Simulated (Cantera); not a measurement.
An adiabatic, constant-volume homogeneous reactor starts with H₂ : O₂ : N₂ = 1 : 1.43 : 5.37 (molar parts), at 1375 K and 5.00 bar. Integrator tolerance rtol = 1e-08.

Cantera simulation using GRI-Mech 3.0 (53 species, 325 reactions); the numbers are that mechanism's predictions, not measurements. The hydrogen kinetics of GRI-Mech 3.0 are dated; newer H2 mechanisms differ, most at raised pressure.

Task: How do the results move with these cheaper or finer settings: rtol 1e-08 to 0.01; rtol 1e-08 to 0.001?

Result: 
| setting | time of steepest temperature rise | temperature at 1.00 s | equilibrium temperature | x(H₂) at 1.00 s | integrator steps |
|---|---|---|---|---|---|
| as above | 5.18 µs | 2410 K | 2410 K | 0.000513 | 1205 |
| rtol 1e-08 to 0.01 | 36.3 µs | 2410 K | 2410 K | 0.000514 | 332 |
| rtol 1e-08 to 0.001 | 5.19 µs | 2410 K | 2410 K | 0.000513 | 363 |
